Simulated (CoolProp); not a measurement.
The fluoroketone C6F12O (FK-5-1-12) at 375.35 K and 0.0362 MPa is throttled through a valve to 0.0208 MPa with no heat exchange. Each further row changes one setting.

Model: reference Helmholtz-energy equation of state, McLinden 2015, in CoolProp.

```csv
case,temperature change (K),final density (kg/m³)
as stated,___,___
outlet pressure 0.00624 MPa,___,___
outlet pressure 0.027 MPa,___,___
```

Problem. Fill in the missing entries.

Solution. 
- as stated, temperature change (K): -0.2
- as stated, final density (kg/m³): 2.12
- outlet pressure 0.00624 MPa, temperature change (K): -0.4
- outlet pressure 0.00624 MPa, final density (kg/m³): 0.634
- outlet pressure 0.027 MPa, temperature change (K): -0.1
- outlet pressure 0.027 MPa, final density (kg/m³): 2.76
